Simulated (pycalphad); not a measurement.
Effect of Si content in Ti-V-Si

CALPHAD calculation (pycalphad, COST 507 light-alloy database (1999)), 1 atm. The database dates from 1999; later assessments differ in places, in temperatures and in the compounds included. Not assessed as a whole: an extrapolation from subsystems, which can miss ternary compounds. Amounts are mole fractions of atoms.

Question: One of these alloys has its liquidus at 1879 K, its solidus at 1658 K, and holds hcp 0.88, SITI3 0.12 at 950 K. Which?
A. Ti-0.3V-6.93Si (at.%)
B. Ti-0.3V-20.78Si (at.%)
C. Ti-0.3V-13.85Si (at.%)
D. Ti-0.3V-3.46Si (at.%)

Answer: D, Ti-0.3V-3.46Si (at.%). The others: Ti-0.3V-6.93Si (at.%), liquidus 1810, solidus 1613; Ti-0.3V-13.85Si (at.%), liquidus 1650, solidus 1612; Ti-0.3V-20.78Si (at.%), liquidus 1971, solidus 1612

Database names, with the compositions (at.%) that they take in these runs: SITI3: Ti 75 Si 25.
